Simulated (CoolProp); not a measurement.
Vapour-liquid equilibrium of benzene (1) + n-octane (2) at 7.04 bar; x and y are mole fractions of (1).

Computed with CoolProp (multi-fluid Helmholtz-energy mixture model, Thol 2012 and Beckmüller 2019; pair parameters Bell 2016).

```tsv
x	bubble temperature, mixture model (°C)	bubble temperature, Raoult's law (°C)	y, mixture model	y, Raoult's law
0.05	209.2	209.2	0.102	0.118
0.2	197.3	198.1	0.365	0.396
0.35	187.1	188.6	0.561	0.592
0.5	178.7	180.3	0.703	0.734
0.65	171.8	173.2	0.810	0.840
0.8	166.1	166.9	0.897	0.920
0.95	161.1	161.3	0.975	0.982
```

The largest gap from Raoult's law is -1.6 K in bubble temperature, at x = 0.5. No azeotrope shows between x = 0.05 and 0.95.

The pair parameters rest on a limited set of measurements; away from them the model extrapolates.
